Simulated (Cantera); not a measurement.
Input: 1 mol Cu2O, a varied amount of CH4, 0.25 mol H2, held at 1098.15 K and 1000 Pa.

Method: chemical equilibrium by Gibbs-energy minimisation in Cantera with the NASA 1993 tables (ideal gas, pure condensed phases). Candidate condensed phases: C, C6H6, C7H8, C8H18, Cu, CuO, Cu(OH)2, Cu2O, H2O; 113 gas species. Kinetics and transport are ignored.

Question: At 1.7 mol CH4, list the 4 most abundant gas species with their mole fractions, and the condensed phases.

Answer: H2 0.785, CO 0.215, CH4 0.000225, H2O 0.000155. Condensed: C(graphite) + Cu(s).
